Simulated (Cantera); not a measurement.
Input (Python, Cantera) and output of one run.

```python
import numpy as np
import cantera as ct

gas_names = """
    C CO CO2 C2 C2O C3 C3O2 C4 C5 Fe FeC5O5 FeO O O2 O3
""".split()
cond_names = """
    C(gr) Fe(a) Fe(c) Fe(d) Fe(L) FeC5O5(L) FeO(s) FeO(L) Fe2O3(s) Fe3O4(s)
""".split()


# ... load() reads the species with a 1 bar reference pressure and builds the phases ...
atoms = {
    'Fe': {'Fe': 1},
    'O2': {'O': 2},
    'CO': {'C': 1, 'O': 1},
}
top_T = {'C(gr)': 4500, 'Fe2O3(s)': 1830, 'Fe3O4(s)': 1870}  # K; cautious upper limits of use, not melting points


# ... equilibrate(T, P, feed) seeds the gas with the atoms and calls Mixture.equilibrate('TP', solver="vcs", rtol=1e-11, max_steps=5000) ...
results = []
feed = {'Fe': 1, 'O2': 0.0026, 'CO': 2.2}  # mol
P = 3600  # Pa
for T in [973, 1123, 1273, 1423, 1573, 1723, 1873]:
    mix = equilibrate(T, P, feed)
    results.append((T, P, feed, dict(zip(mix.species_names, mix.species_moles))))

top = {s: max(r[3][s] / sum(r[3][g] for g in gas_names) for r in results) for s in gas_names}
cols = sorted((s for s in top if top[s] > 0.0001), key=lambda s: -top[s])[:8]
seen = [c for c in cond_names if any(r[3].get(c, 0) > 1e-12 for r in results)]
print("log10 of partial pressures in bar; condensed amounts in mol")
print(f"{'T/K':>10s}" + "".join(f"{s[:9]:>10s}" for s in cols + seen))
for T, P, feed, n in results:
    ng = sum(n[g] for g in gas_names)
    print(f"{T:10.4g}" + "".join(f"{np.log10(max(n[s] / ng * P / 1e5, 1e-99)):10.3f}" for s in cols)
          + "".join(f"{n.get(c, 0):10.4g}" for c in seen))
```

Result:

```
log10 of partial pressures in bar; condensed amounts in mol
       T/K        CO       CO2        Fe     C(gr)     Fe(a)     Fe(c)     Fe(d)     Fe(L)
       973    -1.459    -2.916   -14.420   0.06672         1         0         0         0
      1123    -1.445    -4.070   -11.507         0         1         0         0         0
      1273    -1.445    -4.070    -9.303         0         0         1         0         0
      1423    -1.445    -4.070    -7.574         0         0         1         0         0
      1573    -1.445    -4.070    -6.182         0         0         1         0         0
      1723    -1.445    -4.070    -5.040         0         0         0    0.9994         0
      1873    -1.446    -4.071    -4.102         0         0         0         0    0.9952
```

Equilibrium computed with Cantera from the NASA thermochemical tables; the gas is ideal and each condensed phase is pure. Condensed phases not in the tables: cementite and carbon dissolved in iron.
